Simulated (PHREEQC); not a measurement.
Consider water at 25 °C with 1 mol HCl and 0.91 mol Na2SO4 per kg of water. Closed to the air; pH follows from the charge balance.

All values are PHREEQC results (Pitzer model, pitzer.dat), not measurements.

Each row changes one thing in this solution. No solid was allowed to form.

| case | pH | ionic strength (mol/kgw) | HSO4- (mol/kgw) | SO4-2 (mol/kgw) | SI of Mirabilite (Na2SO4:10H2O) | SI of Thenardite (Na2SO4) |
|---|---|---|---|---|---|---|
| as made | 0.33 | 2.55 | 0.592 | 0.318 | -0.95 | -1.58 |
| HCl left out | 7.37 | … | 3.21e-7 | 0.910 | … | -1.26 |
| temperature from 25 to 40 °C | 0.41 | 2.41 | 0.659 | 0.251 | -1.59 | -1.58 |
| 0.044 mol/kgw KOH added | 0.37 | 2.57 | 0.579 | 0.331 | -0.93 | -1.57 |
| diluted 10-fold with water | 1.40 | 0.284 | 0.0446 | 0.0464 | … | -3.55 |
| diluted 2-fold with water | 0.73 | … | 0.271 | 0.184 | -1.36 | -2.16 |
| temperature from 25 to 75 °C | 0.59 | 2.19 | … | 0.142 | -2.68 | -1.68 |

Question: Complete the blanks.

Answer: 
- HCl left out, ionic strength (mol/kgw): 2.73
- HCl left out, SI of Mirabilite (Na2SO4:10H2O): -0.46
- diluted 10-fold with water, SI of Mirabilite (Na2SO4:10H2O): -2.64
- diluted 2-fold with water, ionic strength (mol/kgw): 1.32
- temperature from 25 to 75 °C, HSO4- (mol/kgw): 0.768

In brines, pH and single-ion activities rest on the MacInnes convention. At this temperature some constants are extrapolated from 25 °C, and those without enthalpy data are left unchanged.
